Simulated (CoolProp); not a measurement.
Isobutane at 293.15 K and 10.9 MPa flows at 0.14 m/s in a round tube of 1 mm bore and 0.25 µm roughness, fully developed (64/Re and Nu = 3.66 if laminar; Colebrook and Gnielinski if turbulent). Each further row changes one setting.

Model: reference Helmholtz-energy equation of state, Bücker 2006, in CoolProp.

```json
[
 {"case": "as stated", "Reynolds number": "433", "Darcy friction factor": "0.148", "pressure drop (Pa/m)": "833", "heat-transfer coefficient (W/(m² K))": "359", "mass flow (kg/h)": "0.228"},
 {"case": "velocity 0.28 m/s", "Reynolds number": "865", "Darcy friction factor": "0.0740", "pressure drop (Pa/m)": "1670", "heat-transfer coefficient (W/(m² K))": "359", "mass flow (kg/h)": "0.455"},
 {"case": "diameter 2 mm", "Reynolds number": "865", "Darcy friction factor": "0.0740", "pressure drop (Pa/m)": "208", "heat-transfer coefficient (W/(m² K))": "180", "mass flow (kg/h)": "0.910"}
]
```

Viscosity comes from a separate model (Vogel 2000). Thermal conductivity comes from a separate model (Perkins 2002).
